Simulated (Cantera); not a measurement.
Equilibrium for roasting and sulfation: MgCO3 + H2S + O2

A closed system holds: 1 mol MgCO3, a varied amount of H2S, 0.084 mol O2, at 1250 K and 0.500 bar.

Cantera equilibrium calculation (NASA polynomials, part measured and part estimated; ideal gas, pure solids and liquids). Candidate condensed phases: C, C6H6, C7H8, C8H18, H2O, H2SO4, Mg, MgCO3, MgO, Mg(OH)2, MgS, MgSO4, S; 130 gas species. Gases not in the tables: S3 to S7. Kinetics and transport are ignored.

From 0.075 mol H2S to 0.53 mol H2S the condensed part is MgO(s).

```json
[
 {"n(H2S) (mol)": "0.075", "x CO2": "0.848", "x H2O": "0.0634", "x S2": "0.00428", "x CO": "0.0263", "x H2S": "0.000903", "x SO2": "0.0551", "x H2": "0.00126", "x COS": "0.000605", "n MgO(s)": "1.00"},
 {"n(H2S) (mol)": "0.1", "x CO2": "0.812", "x H2O": "0.0797", "x S2": "0.0147", "x CO": "0.0360", "x H2S": "0.00301", "x SO2": "0.0500", "x H2": "0.00226", "x COS": "0.00153", "n MgO(s)": "1.00"},
 {"n(H2S) (mol)": "0.14", "x CO2": "0.766", "x H2O": "0.103", "x S2": "0.0307", "x CO": "0.0453", "x H2S": "0.00746", "x SO2": "0.0407", "x H2": "0.00387", "x COS": "0.00279", "n MgO(s)": "1.00"},
 {"n(H2S) (mol)": "0.2", "x CO2": "0.706", "x H2O": "0.130", "x S2": "0.0508", "x CO": "0.0560", "x H2S": "0.0163", "x SO2": "0.0290", "x H2": "0.00661", "x COS": "0.00444", "n MgO(s)": "1.00"},
 {"n(H2S) (mol)": "0.28", "x CO2": "0.636", "x H2O": "0.157", "x S2": "0.0704", "x CO": "0.0687", "x H2S": "0.0315", "x SO2": "0.0185", "x H2": "0.0108", "x COS": "0.00640", "n MgO(s)": "1.00"},
 {"n(H2S) (mol)": "0.38", "x CO2": "0.562", "x H2O": "0.178", "x S2": "0.0865", "x CO": "0.0824", "x H2S": "0.0538", "x SO2": "0.0111", "x H2": "0.0167", "x COS": "0.00852", "n MgO(s)": "1.00"},
 {"n(H2S) (mol)": "0.53", "x CO2": "0.474", "x H2O": "0.194", "x S2": "0.101", "x CO": "0.0979", "x H2S": "0.0892", "x SO2": "0.00604", "x H2": "0.0256", "x COS": "0.0109", "n MgO(s)": "1.00"}
]
```
x: gas mole fraction; n: condensed amount in mol.
